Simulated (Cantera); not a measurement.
Feed: 1 mol Ti, 4.9 mol CO2, 4 mol H2, at 1277 °C and 0.173 Torr.

Equilibrium computed with Cantera from the NASA thermochemical tables; the gas is ideal and each condensed phase is pure. Candidate condensed phases: C, C6H6, C7H8, C8H18, H2O, Ti, TiC, TiO, TiO2, Ti2O3, Ti3O5, Ti4O7; 113 gas species. Rates play no part.

Base state: CO 0.426, H2 0.247, H2O 0.201, CO2 0.124, H 0.00103, OH 2.83e-5 (mole fractions); condensed: TiO2(rutile).

Task: What changes in the equilibrium state with this change: temperature from 1277 °C to 775 °C?

Result: 
```
species             before    after
-----------------  -------  -------
CO                   0.426    0.362
H2                   0.247    0.312
CO2                  0.124    0.189
H2O                  0.201    0.137
OH                 2.83e-5    <1e-9
H                  0.00103  2.86e-7
TiO2(rutile), mol     1.00     1.00
```

Task: What changes in the equilibrium state with this change: H2 from 4 to 1.3 mol?

Result: 
```
species             before     after
-----------------  -------  --------
CO                   0.426     0.462
CO2                  0.124     0.328
H2O                  0.201     0.139
H2                   0.247    0.0700
H                  0.00103  0.000550
OH                 2.83e-5   3.67e-5
TiO2(rutile), mol     1.00      1.00
```
